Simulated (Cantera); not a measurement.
An isothermal, constant-pressure homogeneous reactor starts with NO : N₂ = 1 : 7.1 (molar parts), at 1798 K and 0.987 atm. Integrator tolerance rtol = 1e-08.

Cantera simulation using GRI-Mech 3.0 (53 species, 325 reactions); the numbers are that mechanism's predictions, not measurements.

Problem. What does this change do: temperature 1798 to 1450 K?

Solution. 
| quantity | before | after |
|---|---|---|
| x(NO) at 100 s | 0.00581 (gas-phase equilibrium 0.00243) | 0.110 (gas-phase equilibrium 0.000564) |
| x(N₂) at 100 s | 0.935 (gas-phase equilibrium 0.937) | 0.883 (gas-phase equilibrium 0.938) |
| x(O) at 100 s | 2.91e-5 (gas-phase equilibrium 2.95e-5) | 1.69e-7 (gas-phase equilibrium 5.01e-7) |
| x(NO₂) at 100 s | 7.74e-6 (gas-phase equilibrium 3.27e-6) | 0.000125 (gas-phase equilibrium 1.91e-6) |
| x(O₂) at 100 s | 0.0588 (gas-phase equilibrium 0.0605) | 0.00641 (gas-phase equilibrium 0.0614) |
| x(N₂O) at 100 s | 1.61e-7 (gas-phase equilibrium 1.52e-7) | 3.94e-6 (gas-phase equilibrium 3.83e-8) |

Problem. What does this change do: temperature 1798 to 1400 K?

Solution. 
```
quantity                                          before                                     after
---------------  ---------------------------------------  ----------------------------------------
x(NO) at 100 s   0.00581 (gas-phase equilibrium 0.00243)    0.117 (gas-phase equilibrium 0.000430)
x(N₂) at 100 s       0.935 (gas-phase equilibrium 0.937)       0.880 (gas-phase equilibrium 0.938)
x(O) at 100 s    2.91e-5 (gas-phase equilibrium 2.95e-5)   5.88e-8 (gas-phase equilibrium 2.36e-7)
x(NO₂) at 100 s  7.74e-6 (gas-phase equilibrium 3.27e-6)  0.000114 (gas-phase equilibrium 1.72e-6)
x(O₂) at 100 s     0.0588 (gas-phase equilibrium 0.0605)    0.00327 (gas-phase equilibrium 0.0615)
x(N₂O) at 100 s  1.61e-7 (gas-phase equilibrium 1.52e-7)   4.20e-6 (gas-phase equilibrium 2.98e-8)
```
